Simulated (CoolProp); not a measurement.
Properties of acetone along the isotherm 550 K.

Model: reference Helmholtz-energy equation of state, Lemmon 2006, in CoolProp. It is a short technical equation, of lower accuracy than the large ones.

```tsv
p (kPa)	phase	cp (kJ/(kg K))	cv (kJ/(kg K))	speed of sound (m/s)	isothermal compressibility (1/MPa)	expansivity (1/kK)	fugacity coefficient
74.2	gas	1.997	1.851	290.1	13.54	1.849	0.9953
132	gas	2.002	1.853	289.2	7.640	1.873	0.9916
235	gas	2.011	1.856	287.6	4.321	1.917	0.9851
417	gas	2.027	1.863	284.8	2.465	1.998	0.9737
742	gas	2.057	1.875	279.7	1.417	2.154	0.9534
1320	gas	2.119	1.898	270.4	0.8317	2.474	0.9182
2350	gas	2.261	1.944	253.3	0.5108	3.229	0.8574
4170	gas	2.698	2.044	221.2	0.3575	5.667	0.7558
7420	supercritical	5.827	2.244	168.6	0.3722	24.39	0.5884
13200	supercritical	3.208	2.097	348.5	0.02833	5.044	0.4030
23500	supercritical	2.804	2.062	525.4	0.009438	2.577	0.2959
```

The peak of cp marks the crossing from liquid-like to gas-like fluid above the critical point.
